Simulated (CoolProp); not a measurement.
Carbonyl sulfide along the isobar 266 bar: density (kg/m³) from the reference equation and from simpler models built on Tc = 378.8 K, pc = 63.69 bar, ω = 0.098; each cubic takes its own stable root.

Model: reference Helmholtz-energy equation of state, Lemmon 2006, in CoolProp. It is a short technical equation, of lower accuracy than the large ones.

```json
[
 {"T (K)": "158.5", "phase": "liquid", "reference": "1326", "van der Waals": "858.0", "Peng-Robinson": "1402"},
 {"T (K)": "182.9", "phase": "liquid", "reference": "1283", "van der Waals": "838.5", "Peng-Robinson": "1366"},
 {"T (K)": "207.2", "phase": "liquid", "reference": "1239", "van der Waals": "818.3", "Peng-Robinson": "1327"},
 {"T (K)": "231.6", "phase": "liquid", "reference": "1195", "van der Waals": "797.4", "Peng-Robinson": "1284"},
 {"T (K)": "256", "phase": "liquid", "reference": "1149", "van der Waals": "775.7", "Peng-Robinson": "1237"},
 {"T (K)": "280.4", "phase": "liquid", "reference": "1102", "van der Waals": "753.2", "Peng-Robinson": "1185"},
 {"T (K)": "304.8", "phase": "liquid", "reference": "1052", "van der Waals": "729.7", "Peng-Robinson": "1129"},
 {"T (K)": "329.2", "phase": "liquid", "reference": "1000", "van der Waals": "705.3", "Peng-Robinson": "1066"},
 {"T (K)": "353.6", "phase": "liquid", "reference": "944.8", "van der Waals": "679.9", "Peng-Robinson": "998.6"},
 {"T (K)": "378", "phase": "liquid", "reference": "885.5", "van der Waals": "653.5", "Peng-Robinson": "925.3"},
 {"T (K)": "402.3", "phase": "supercritical", "reference": "822.5", "van der Waals": "626.0", "Peng-Robinson": "847.7"},
 {"T (K)": "426.7", "phase": "supercritical", "reference": "755.7", "van der Waals": "597.5", "Peng-Robinson": "767.4"},
 {"T (K)": "451.1", "phase": "supercritical", "reference": "686.9", "van der Waals": "568.0", "Peng-Robinson": "688.2"},
 {"T (K)": "475.5", "phase": "supercritical", "reference": "619.1", "van der Waals": "537.9", "Peng-Robinson": "614.5"},
 {"T (K)": "499.9", "phase": "supercritical", "reference": "556.0", "van der Waals": "507.5", "Peng-Robinson": "549.6"}
]
```
